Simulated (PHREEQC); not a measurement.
Consider water at 25 °C with 0.44 mol H2SO4, 0.14 mol ZnCl2 and 0.028 mol (CH3)4NCl per kg of water. Closed to the air; pH follows from the charge balance.

The numbers come from PHREEQC with the ion-association model, phreeqc.dat.

No solid was allowed to form.

Task: Estimate the pH, activity of water.

Result: pH 0.41; activity of water 0.976.

Task: In which forms is S present?

Result: HSO4- 82 %, SO4-2 10 %, ZnSO4 5.4 %, Zn(SO4)2-2 2.2 % of the S.

Caution: at this ionic strength the ion-association model is outside its range; a Pitzer model would be the better tool where its parameters exist. (CH3)4N+ isn't in the database: it is added as a free cation with an ion size of 4 Å.
